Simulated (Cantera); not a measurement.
Feed: 1 mol V₂O₃, 18 mol H₂, a varied amount of H₂O, equilibrated at 2.90 mbar.

These are equilibrium values from Cantera (NASA tables, ideal gas, pure condensed phases), not measurements of a reactor. Candidate condensed phases: H₂O, V, VO, V₂O₃, V₂O₄, V₂O₅; 12 gas species. Mutual solubility and eutectic melting of coexisting phases are not modelled. VO: taken at fixed stoichiometry. Condensed phases not in the tables: the oxides between V₂O₃ and V₂O₅ other than VO₂. Rates play no part.

Stable condensed phases, one row left out:

```
T in K \ n(H₂O) in mol
         0.12  0.4 0.68 0.96  1.2  1.5  1.8  2.1  2.4  2.7  2.9  3.2
   2175     A    A    A    A    A    A    B    C    C    C    D    D
   2075     B    B    B    C    C    C    C    C    C    C    C    C
   1975     B    B    C    C    C    C    C    C    C    C    C    C
   1875     B    C    C    C    C    C    C    C    C    C    C    C
   1775     B    C    C    C    C    C    C    C    C    C    C    C
   1675     B    C    C    C    C    C    C    C    C    C    C    C
   1475     C    C    C    C    C    C    C    C    C    C    C    C
   1375     C    C    C    C    C    C    C    C    C    C    C    C
```

A: VO; B: VO + V₂O₃; C: V₂O₃; D: gas only.

Question: Give the row for 1575 K.

Answer: 0.12: V₂O₃; 0.4: V₂O₃; 0.68: V₂O₃; 0.96: V₂O₃; 1.2: V₂O₃; 1.5: V₂O₃; 1.8: V₂O₃; 2.1: V₂O₃; 2.4: V₂O₃; 2.7: V₂O₃; 2.9: V₂O₃; 3.2: V₂O₃.
